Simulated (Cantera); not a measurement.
An isothermal, constant-pressure homogeneous reactor starts with 7.69 % C₂H₆, 92.3 % N₂, at 1325 K and 29.3 Torr.

Computed with Cantera and GRI-Mech 3.0 (53 species, 325 reactions). GRI-Mech 3.0 stops at C3 and has no aromatics, soot or wall deposition, so with more carbon than oxygen in the feed, carbon stays in small species such as C2H2 where larger ones or solid carbon would form. Radical loss at walls, strong at low pressure, is not modelled.

x: mole fraction; the columns are a selection and need not sum to one.

```json
[
 {"t (s)": "9.00e-5", "x C₂H₆": "0.0769", "x HCN": "<1e-12", "x H": "2.05e-7", "x C₂H": "<1e-12", "x H₂": "9.13e-7"},
 {"t (s)": "0.000203", "x C₂H₆": "0.0768", "x HCN": "<1e-12", "x H": "1.07e-6", "x C₂H": "<1e-12", "x H₂": "1.10e-5"},
 {"t (s)": "0.000458", "x C₂H₆": "0.0766", "x HCN": "1.49e-11", "x H": "4.83e-6", "x C₂H": "<1e-12", "x H₂": "0.000120"},
 {"t (s)": "0.00103", "x C₂H₆": "0.0753", "x HCN": "6.98e-10", "x H": "1.38e-5", "x C₂H": "5.67e-12", "x H₂": "0.000962"},
 {"t (s)": "0.00233", "x C₂H₆": "0.0705", "x HCN": "3.87e-9", "x H": "2.17e-5", "x C₂H": "9.01e-11", "x H₂": "0.00444"},
 {"t (s)": "0.00527", "x C₂H₆": "0.0585", "x HCN": "8.46e-9", "x H": "2.64e-5", "x C₂H": "3.93e-10", "x H₂": "0.0134"},
 {"t (s)": "0.0119", "x C₂H₆": "0.0367", "x HCN": "1.29e-8", "x H": "3.16e-5", "x C₂H": "1.24e-9", "x H₂": "0.0302"},
 {"t (s)": "0.0268", "x C₂H₆": "0.0115", "x HCN": "1.69e-8", "x H": "3.68e-5", "x C₂H": "3.34e-9", "x H₂": "0.0526"},
 {"t (s)": "0.0606", "x C₂H₆": "0.00137", "x HCN": "1.85e-8", "x H": "2.24e-5", "x C₂H": "3.56e-9", "x H₂": "0.0699"},
 {"t (s)": "0.137", "x C₂H₆": "[?]", "x HCN": "1.86e-8", "x H": "[?]", "x C₂H": "[?]", "x H₂": "0.0793"},
 {"t (s)": "0.308", "x C₂H₆": "2.12e-5", "x HCN": "1.85e-8", "x H": "3.76e-6", "x C₂H": "8.60e-10", "x H₂": "0.0853"},
 {"t (s)": "0.696", "x C₂H₆": "4.30e-6", "x HCN": "1.84e-8", "x H": "1.90e-6", "x C₂H": "4.71e-10", "x H₂": "0.0902"},
 {"t (s)": "1.57", "x C₂H₆": "[?]", "x HCN": "1.83e-8", "x H": "1.49e-6", "x C₂H": "3.96e-10", "x H₂": "0.0955"},
 {"t (s)": "3.54", "x C₂H₆": "1.59e-6", "x HCN": "1.82e-8", "x H": "1.57e-6", "x C₂H": "4.46e-10", "x H₂": "0.102"},
 {"t (s)": "8.00", "x C₂H₆": "1.31e-6", "x HCN": "1.81e-8", "x H": "1.66e-6", "x C₂H": "4.92e-10", "x H₂": "0.106"}
]
```

What belongs in the gaps?


- 0.137, x C₂H₆: 0.000154
- 0.137, x H: 8.95e-6
- 0.137, x C₂H: 1.81e-9
- 1.57, x C₂H₆: 2.04e-6
